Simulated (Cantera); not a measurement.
Ignition delay

Mixture: CH4 : O2 : N2 = 1 : 3.57 : 17.5 (molar parts), at 2.30 bar, adiabatic and at constant volume. Ignition delay is the time to a rise of 400 K.

Model: GRI-Mech 3.0 (53 species, 325 reactions), integrated in Cantera.

```
T0 (K)  delay (ms)
------  ----------
1300          5.42
1375          2.22
1450         0.982
1525         0.468
1600         0.241
1675         0.134
1750        0.0793
1825        0.0496
1900        0.0325
```

```json
{
  "apparent activation energy between 1750 and 1900 K": "160 kJ/mol"
}
```
